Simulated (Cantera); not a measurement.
Catalytic combustion on Pt

An isothermal plug-flow reactor at 973 K and 500000 Pa (inlet), inlet velocity 2.1 m/s, active area per volume 7800 1/m; feed 0.407 % H2, 15.0 % O2, 84.6 % N2, equivalence ratio 0.014.

Detailed kinetics in Cantera: Deutschmann's 1995 Pt surface mechanism with GRI-Mech 3.0 gas chemistry. Catalytic surfaces can have several steady states; this one follows from the mechanism file's or the stated starting coverage. Mass transfer to the wall is taken as infinitely fast.

```tsv
z (m)	x H2	x O2	x H2O	θ free Pt	θ O*	θ OH*
8e-05	0.00127	0.149	0.00280	0.0975	0.901	0.00192
0.00014	0.000572	0.148	0.00350	0.0937	0.904	0.00199
0.00025	0.000138	0.148	0.00394	0.0915	0.906	0.00202
0.00045	1.08e-5	0.148	0.00407	0.0909	0.907	0.00203
0.0008	1.25e-7	0.148	0.00408	0.0908	0.907	0.00203
0.0014	6.36e-11	0.148	0.00408	0.0908	0.907	0.00203
0.0025	3.11e-12	0.148	0.00408	0.0908	0.907	0.00203
0.0045	3.11e-12	0.148	0.00408	0.0908	0.907	0.00203
0.008	3.11e-12	0.148	0.00408	0.0908	0.907	0.00203
```
x: gas mole fraction; θ: surface coverage.
